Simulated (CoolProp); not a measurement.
The fluid at 295 K and 0.117 MPa expands adiabatically to 0.0118 MPa with isentropic efficiency 0.7. The same conditions are run with several fluids, on thermodynamics alone (safety and materials aside).

Computed with CoolProp (reference Helmholtz-energy equation of state of each fluid (fluorine: de Reuck 1990; sulfur hexafluoride: Guder 2009; c-C4F8 (RC318): Platzer 1990; R142b: Lemmon 2006)). The equations of Platzer and Polt are older, rougher fits.

```
fluid                work (kJ/kg)  final temperature (K)  final density (kg/m³)
-------------------  ------------  ---------------------  ---------------------
fluorine                     76.9                  198.7                  0.271
sulfur hexafluoride          24.1                  255.4                  0.814
c-C4F8 (RC318)               18.2                  269.3                   1.06
R142b                        34.1                  248.5                  0.577
```
